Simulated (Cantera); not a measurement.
A Cantera script and what it prints.

```python
import numpy as np
import cantera as ct

gas_names = """
    C CH CH2 CH3 CH4 C2 C2H C2H2,acetylene C2H2,vinylidene C2H3,vinyl C2H4 C2H5 C2H6 C3 C3H3,propargyl
    C3H4,allene C3H4,propyne C3H4,cyclo- C3H5,allyl C3H6,propylene C3H6,cyclo- C3H7,n-propyl
    C3H7,i-propyl C3H8 C4 C4H2 C4H4,1,3-cyclo- C4H6,butadiene C4H6,2-butyne C4H6,cyclo- C4H8,1-butene
    C4H8,cis2-buten C4H8,tr2-butene C4H8,isobutene C4H8,cyclo- C4H9,n-butyl C4H9,i-butyl C4H9,s-butyl
    C4H9,t-butyl C4H10,isobutane C4H10,n-butane C5 C5H6,1,3cyclo- C5H8,cyclo- C5H10,1-pentene
    C5H10,cyclo- C5H11,pentyl C5H11,t-pentyl C5H12,n-pentane C5H12,i-pentane CH3C(CH3)2CH3 C6H2
    C6H5,phenyl C6H6 C6H10,cyclo- C6H12,1-hexene C6H12,cyclo- C6H13,n-hexyl C7H7,benzyl C7H8
    C7H14,1-heptene C7H15,n-heptyl C7H16,n-heptane C8H8,styrene C8H10,ethylbenz C8H16,1-octene
    C8H17,n-octyl C8H18,isooctane C8H18,n-octane C9H19,n-nonyl C10H8,naphthale C10H21,n-decyl
    C12H9,o-bipheny C12H10,bipheny H H2
""".split()
cond_names = """
    C(gr) C6H6(L) C7H8(L) C8H18(L),n-octa
""".split()


def load(file, names, dense=False):
    # The tables refer to 1 bar. Condensed volumes are neglected.
    table = {s.name: s for s in ct.Species.list_from_file(file)}
    out = []
    for n in names:
        d = dict(table[n].input_data)
        d["thermo"] = dict(d["thermo"], **{"reference-pressure": 1e5})
        if dense:
            d["equation-of-state"] = {"model": "constant-volume", "density": "1e6 g/cm^3"}
        out.append(ct.Species.from_dict(d))
    return out


gas = ct.Solution(thermo="ideal-gas", species=load("nasa_gas.yaml", gas_names))
cond = {s.name: ct.Solution(thermo="fixed-stoichiometry", species=[s], name=s.name)
        for s in load("nasa_condensed.yaml", cond_names, dense=True)}
atoms = {
    'C': {'C': 1},
    'H2': {'H': 2},
}
top_T = {'C(gr)': 4500}  # K; cautious upper limits of use, not melting points


def equilibrate(T, P, feed):
    n = {}
    for name, mol in feed.items():
        for a, k in atoms[name].items():
            n[a] = n.get(a, 0.0) + k * mol
    gas.TPX = T, P, n
    mass = sum(n.values()) * gas.mean_molecular_weight
    gas.equilibrate("TP")
    valid = [c for c in cond.values() if c.min_temp <= T <= top_T.get(c.name, c.max_temp)]
    mix = ct.Mixture([(gas, mass / gas.mean_molecular_weight)] + [(c, 0.0) for c in valid])
    mix.T, mix.P = T, P
    mix.equilibrate("TP", solver="vcs", rtol=1e-11, max_steps=5000)
    return mix


results = []
feed = {'C': 1, 'H2': 17}  # mol
T = 2173.15  # K
P = 100000  # Pa
mix = equilibrate(T, P, feed)
results.append((T, P, feed, dict(zip(mix.species_names, mix.species_moles))))
print(gas.report(threshold=0.0001))
for i in range(1, mix.n_phases):
    print(f"{mix.phase(i).name:16s} {mix.phase_moles(i):12.5e} mol")
```

It prints:

```
       temperature   2173.2 K
          pressure   1e+05 Pa
           density   0.011447 kg/m^3
  mean mol. weight   2.0683 kg/kmol
   phase of matter   gas

                          1 kg             1 kmol
                     ---------------   ---------------
          enthalpy        2.9289e+07        6.0578e+07  J
   internal energy        2.0553e+07        4.2509e+07  J
           entropy             92782         1.919e+05  J/K
    Gibbs function       -1.7234e+08       -3.5645e+08  J
 heat capacity c_p             16834             34817  J/K
 heat capacity c_v             12814             26503  J/K

                      mass frac. Y      mole frac. X     chem. pot. / RT
                     ---------------   ---------------   ---------------
               CH4         0.0021309        0.00027472           -42.457
    C2H2,acetylene          0.027601         0.0021925           -25.647
                 H         0.0023452          0.004812           -9.8778
                H2           0.96759           0.99269           -19.756
     [  +72 minor]        0.00033742        3.5279e-05

C(gr)             9.19783e-01 mol
```

Method: chemical equilibrium by Gibbs-energy minimisation in Cantera with the NASA 1993 tables (ideal gas, pure condensed phases).
